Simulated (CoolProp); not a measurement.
Vapour pressure (MPa) of isohexane: the reference equation beside estimates from Tc = 224.6 °C, pc = 3.043 MPa, ω = 0.280.

The numbers come from the reference Helmholtz-energy equation of state, Lemmon 2006 in CoolProp. It is a short technical equation, of lower accuracy than the large ones.

| T (°C) | reference | Lee-Kesler | van der Waals | Redlich-Kwong |
|---|---|---|---|---|
| 10.85 | ? | 0.01469 | 0.1966 | 0.03604 |
| 15.45 | 0.01872 | 0.01817 | 0.2164 | 0.04313 |
| 20.15 | 0.02301 | 0.02240 | 0.2381 | 0.05145 |
| 24.85 | 0.02806 | 0.02740 | 0.2612 | 0.06095 |
| 29.55 | 0.03396 | 0.03327 | 0.2857 | 0.07174 |
| 34.15 | 0.04068 | 0.03995 | 0.3112 | 0.08365 |
| 38.85 | 0.04859 | 0.04786 | 0.3389 | 0.09730 |
| 43.55 | 0.05769 | 0.05697 | 0.3681 | ? |
| 48.25 | 0.06810 | 0.06741 | 0.3989 | 0.1295 |
| 52.85 | 0.07966 | 0.07903 | 0.4308 | 0.1479 |
| 57.55 | 0.09302 | 0.09248 | 0.4650 | 0.1687 |
| 62.25 | 0.1081 | ? | 0.5010 | ? |
| 66.95 | 0.1250 | 0.1247 | 0.5388 | 0.2164 |
| 71.55 | 0.1434 | ? | 0.5775 | 0.2430 |

### Question
What belongs in the gaps?

### Answer

- 10.85, reference: 0.01518
- 43.55, Redlich-Kwong: 0.1126
- 62.25, Lee-Kesler: 0.1077
- 62.25, Redlich-Kwong: 0.1914
- 71.55, Lee-Kesler: 0.1433

Absolute difference from the reference over all 14 rows, mean and median: Lee-Kesler 1.5 and 1.4 %, van der Waals 634.4 and 567.8 %, Redlich-Kwong 99.8 and 97.7 %.
